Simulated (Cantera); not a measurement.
A freely propagating, adiabatic, planar premixed flame of 6.74 % CH4, 2.83 % CO, 18.2 % O2, 68.1 % N2, 4.18 % CO2, unburnt at 475 K and 0.158 atm; mixture-averaged transport, grid criteria slope 0.08 and curve 0.16, no radiation.

Model: GRI-Mech 3.0 (53 species, 325 reactions), integrated in Cantera. Burning velocities carry a grid error of a few per cent, more on coarse grids.

x: mole fraction of selected species; z is measured from the peak of heat release.

| z (mm) | T (K) | u (m/s) | x CH4 | x CO | x O2 | x CH2O | x H2O | x C2H2 |
|---|---|---|---|---|---|---|---|---|
| -6.50 | 475 | 0.949 | 0.0674 | 0.0283 | 0.182 | <1e-8 | 3.88e-6 | <1e-8 |
| -4.33 | 475 | 0.950 | 0.0673 | 0.0283 | 0.182 | 2.20e-7 | 4.90e-5 | <1e-8 |
| -3.25 | 477 | 0.955 | 0.0671 | 0.0283 | 0.181 | 2.03e-6 | 0.000298 | <1e-8 |
| -2.17 | 500 | 1.00 | 0.0657 | 0.0285 | 0.180 | 2.70e-5 | 0.00296 | 4.94e-8 |
| -1.08 | 757 | 1.54 | 0.0519 | 0.0342 | 0.161 | 0.000211 | 0.0286 | 1.46e-6 |
| -0.541 | 1100 | 2.25 | 0.0309 | 0.0454 | 0.130 | 0.000554 | 0.0617 | 5.67e-6 |
| 0 | 1455 | 2.99 | 0.00817 | 0.0572 | 0.0897 | 0.000541 | 0.0973 | 1.11e-5 |
| 0.541 | 1596 | 3.28 | (withheld) | 0.0535 | (withheld) | (withheld) | 0.114 | (withheld) |
| 1.08 | 1631 | 3.34 | 3.59e-5 | 0.0444 | 0.0559 | 4.84e-6 | 0.116 | 3.64e-8 |
| 2.17 | 1668 | 3.40 | 1.17e-7 | 0.0336 | 0.0504 | 1.69e-8 | 0.116 | <1e-8 |
| 4.33 | 1716 | 3.48 | <1e-8 | 0.0271 | 0.0475 | <1e-8 | 0.116 | <1e-8 |
| 8.66 | 1778 | 3.59 | <1e-8 | 0.0242 | 0.0455 | <1e-8 | 0.119 | <1e-8 |
| 17.3 | 1851 | 3.72 | <1e-8 | (withheld) | 0.0433 | <1e-8 | 0.123 | <1e-8 |

Task: Some entries are withheld; supply them.

Result: 
- 0.541, x CH4: 0.000727
- 0.541, x O2: 0.0650
- 0.541, x CH2O: 8.73e-5
- 0.541, x C2H2: 1.58e-6
- 17.3, x CO: 0.0209
